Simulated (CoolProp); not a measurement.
m-xylene along the isobar 4.24 MPa: fugacity coefficient from the reference equation and from simpler models built on Tc = 343.7 °C, pc = 3.535 MPa, ω = 0.326; each cubic takes its own stable root.

The numbers come from the reference Helmholtz-energy equation of state, Zhou 2012 in CoolProp.

| T (°C) | phase | reference |
|---|---|---|
| 209.45 | liquid | 0.1185 |
| 213.55 | liquid | 0.1269 |
| 217.65 | liquid | 0.1356 |
| 221.75 | liquid | 0.1447 |
| 225.85 | liquid | 0.1542 |
| 230.05 | liquid | 0.1644 |
| 234.15 | liquid | 0.1746 |
| 238.25 | liquid | 0.1853 |
| 242.35 | liquid | 0.1963 |
| 246.55 | liquid | 0.2079 |
| 250.65 | liquid | 0.2197 |
| 254.75 | liquid | 0.2318 |
| 258.85 | liquid | 0.2443 |
| 262.95 | liquid | 0.2571 |
| 267.15 | liquid | 0.2706 |
| 271.25 | liquid | 0.2841 |

How far does each simpler model (Redlich-Kwong, Soave-Redlich-Kwong) lie from the reference over these 16 states: mean and median of the absolute difference, and the worst?


- Redlich-Kwong: mean 34.7 %, median 34.0 %, worst +49.4 % at 209.45 °C and 4.24 MPa
- Soave-Redlich-Kwong: mean 5.1 %, median 5.1 %, worst +5.3 % at 271.25 °C and 4.24 MPa
